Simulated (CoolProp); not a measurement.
Model: reference Helmholtz-energy equation of state, Thol 2017, in CoolProp.

Task: For decamethyltetrasiloxane (MD2M), give the phase and the speed of sound (m/s), fugacity coefficient at 321.3 K and 0.101 MPa; 339.3 K and 0.101 MPa.

Result: 
- 321.3 K and 0.101 MPa: liquid; speed of sound 854, fugacity coefficient 0.00282
- 339.3 K and 0.101 MPa: liquid; speed of sound 798, fugacity coefficient 0.00845
